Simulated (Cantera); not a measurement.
Feed: 1 mol SrCl2, 0.03 mol HCl, 9.8 mol H2, held at 850 K and 11.0 Pa.

These are equilibrium values from Cantera (NASA tables, ideal gas, pure condensed phases), not measurements of a reactor. Candidate condensed phases: Sr, SrCl2; 8 gas species. Rates play no part.

Base state: H2 0.997, HCl 0.00305 (mole fractions); condensed: SrCl2(s).

Q: What changes in the equilibrium state with this change: SrCl2 replaced by LiCl?

A: 
```tsv
species	before	after
H2	0.997	0.938
Li2Cl2	0	0.0331
LiCl	0	0.0241
Li3Cl3	0	0.00180
HCl	0.00305	0.00287
SrCl2(s), mol	1.00	0
```
Further candidate phases: Li, LiCl, LiH.

Q: What changes in the equilibrium state with this change: temperature from 850 K to 1375 K?

A: 
| species | before | after |
|---|---|---|
| H2 | 0.997 | 0.904 |
| SrCl2 | 1.41e-8 | 0.0920 |
| HCl | 0.00305 | 0.00310 |
| H | 1.95e-9 | 0.000311 |
| SrCl | <1e-9 | 0.000298 |
| Sr | <1e-9 | 1.71e-5 |
| SrCl2(s), mol | 1.00 | 0 |

Q: What changes in the equilibrium state with this change: temperature from 850 K to 2173 K?

A: 
```
species         before   after
-------------  -------  ------
H2               0.997   0.525
H              1.95e-9   0.333
HCl            0.00305  0.0470
Sr               <1e-9  0.0250
Cl               <1e-9  0.0218
SrCl             <1e-9  0.0166
SrCl2          1.41e-8  0.0313
SrCl2(s), mol     1.00       0
```
